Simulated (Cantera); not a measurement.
Input (Python, Cantera):

```python
import numpy as np
import cantera as ct

gas = ct.Solution("gri30.yaml", transport_model="multicomponent")
show = ['NO', 'H', 'CO2']

rows = []
print(f"{'T/K':>7s}{'rho':>11s}{'cp':>10s}{'mu':>11s}{'lambda':>11s}{'Pr':>7s}" + "".join(f"{'D_' + s:>11s}" for s in show))
for T in [400, 650, 900, 1150, 1400, 1650, 1900]:
    gas.TPX = T, 1333, {'CH3OH': 0.23, 'NH3': 0.081, 'H2O': 0.44}
    Pr = gas.cp_mass * gas.viscosity / gas.thermal_conductivity
    D = [gas.mix_diff_coeffs_mole[gas.species_index(s)] for s in show]
    rows.append([gas.density, gas.cp_mass, gas.viscosity, gas.thermal_conductivity, Pr, *D])
    print(f"{T:7g}{gas.density:11.4e}{gas.cp_mass:10.1f}{gas.viscosity:11.4e}"
          f"{gas.thermal_conductivity:11.4e}{Pr:7.3f}" + "".join(f"{d:11.4e}" for d in D))
print("SI units: kg/m3, J/kg/K, Pa s, W/m/K, m2/s")
```

It prints:

```
    T/K        rho        cp         mu     lambda     Pr       D_NO        D_H      D_CO2
    400 8.8998e-03    1800.8 1.3718e-05 3.5661e-02  0.693 2.5664e-03 1.5025e-02 1.8766e-03
    650 5.4768e-03    2179.5 2.2618e-05 6.9674e-02  0.708 6.2481e-03 3.7098e-02 4.7880e-03
    900 3.9555e-03    2484.6 3.1038e-05 1.0733e-01  0.719 1.1085e-02 6.6294e-02 8.7226e-03
   1150 3.0956e-03    2748.4 3.8857e-05 1.4702e-01  0.726 1.6916e-02 1.0158e-01 1.3522e-02
   1400 2.5428e-03    2954.5 4.6114e-05 1.8627e-01  0.731 2.3644e-02 1.4233e-01 1.9089e-02
   1650 2.1575e-03    3118.0 5.2878e-05 2.2443e-01  0.735 3.1200e-02 1.8811e-01 2.5356e-02
   1900 1.8736e-03    3246.8 5.9219e-05 2.6103e-01  0.737 3.9538e-02 2.3864e-01 3.2278e-02
SI units: kg/m3, J/kg/K, Pa s, W/m/K, m2/s
```

Cantera simulation using GRI-Mech 3.0 (53 species, 325 reactions); the numbers are that mechanism's predictions, not measurements. Polar gases are described roughly by these parameters. The composition is frozen, though it would react at the higher temperatures.
